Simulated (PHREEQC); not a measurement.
0.5 mol of Fluorite (CaF2) is brought to equilibrium with 1 kg of water holding 0.0048 mol/kgw NaCl, at several temperatures. O2 is buffered at 0.21 atm. CO2 from the air is kept out. The run lets Fluorite precipitate or redissolve, and no other solid.

Computed with PHREEQC (ion-association model, wateq4f.dat).

Q: Predict pH, dissolved Ca (mol/kgw), dissolved F (mol/kgw) at T (°C) = 5, 17, 29, 65, 89.

A: 
| T (°C) | pH | dissolved Ca (mol/kgw) | dissolved F (mol/kgw) |
|---|---|---|---|
| 5 | 7.42 | 0.000174 | 0.000348 |
| 17 | 7.21 | 0.000200 | 0.000400 |
| 29 | 7.04 | 0.000224 | 0.000449 |
| 65 | 6.66 | 0.000283 | 0.000565 |
| 89 | 6.51 | 0.000307 | 0.000614 |

Away from 25 °C the constants follow the database's enthalpies or fits; those with neither stay at their 25 °C values.
